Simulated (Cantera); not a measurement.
An isothermal, constant-pressure homogeneous reactor starts with NO : N2 : H2O = 1 : 8.8 : 0.27 (molar parts), at 1773 K and 1400 Pa.

Cantera simulation using GRI-Mech 3.0 (53 species, 325 reactions); the numbers are that mechanism's predictions, not measurements. Radical loss at walls, strong at low pressure, is not modelled.

x: mole fraction; the columns are a selection and need not sum to one.

```
t (s)       x NO       x O      x O2   x N2     x NO2     x N2O
--------  ------  --------  --------  -----  --------  --------
8.00e-6   0.0993  1.99e-10    <1e-12  0.874    <1e-12  2.00e-10
4.64e-5   0.0993   1.14e-9    <1e-12  0.874    <1e-12   1.16e-9
0.000270  0.0993   6.05e-9    <1e-12  0.874  7.52e-12   6.73e-9
0.00157   0.0993   2.21e-8  1.38e-11  0.874  3.19e-10   3.89e-8
0.00909   0.0993         ?  2.58e-10  0.874         ?         ?
0.0528    0.0993   7.35e-8   9.80e-9  0.874   4.22e-7   1.10e-6
0.307     0.0993   2.14e-6   1.06e-5  0.874   5.03e-6   3.04e-6
1.78      0.0991   7.29e-6  0.000216  0.874   1.70e-6   2.29e-6
10.3      0.0976   2.69e-5  0.000946  0.874   1.92e-6   1.65e-6
60.0           ?         ?         ?  0.879         ?   1.60e-6
```

**Question.** What belongs in the gaps?

**Answer.** 
- 0.00909, x O: 3.27e-8
- 0.00909, x NO2: 1.51e-8
- 0.00909, x N2O: 2.20e-7
- 60.0, x NO: 0.0894
- 60.0, x O: 5.79e-5
- 60.0, x O2: 0.00490
- 60.0, x NO2: 4.17e-6
